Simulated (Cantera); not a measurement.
Moist CO burnout

A perfectly stirred reactor is fed with CO : O2 : H2O : N2 = 0.006 : 0.033 : 0.053 : 1 (molar parts), at 1.20 bar; it is held at 1400 K, and followed from long to short residence time.

Detailed kinetics in Cantera: GRI-Mech 3.0 (53 species, 325 reactions).

```tsv
τ (s)	x CO	x O2	x H2O	x N2O	x OH	x H2	x H2O2
1.9	1.87e-5	0.0275	0.0486	2.48e-7	4.54e-5	1.95e-6	1.10e-8
0.50	4.63e-5	0.0276	0.0486	4.51e-7	6.92e-5	4.63e-6	2.31e-8
0.13	0.000114	0.0276	0.0486	6.20e-7	0.000106	1.11e-5	4.72e-8
0.033	0.000283	0.0276	0.0485	6.00e-7	0.000163	2.70e-5	9.26e-8
0.0086	0.000672	0.0278	0.0485	4.56e-7	0.000244	6.15e-5	1.65e-7
0.0022	0.00152	0.0282	0.0483	2.95e-7	0.000345	0.000125	2.62e-7
0.00058	0.00299	0.0289	0.0481	1.51e-7	0.000414	0.000185	3.27e-7
```
x: mole fraction; the columns are a selection and need not sum to one.
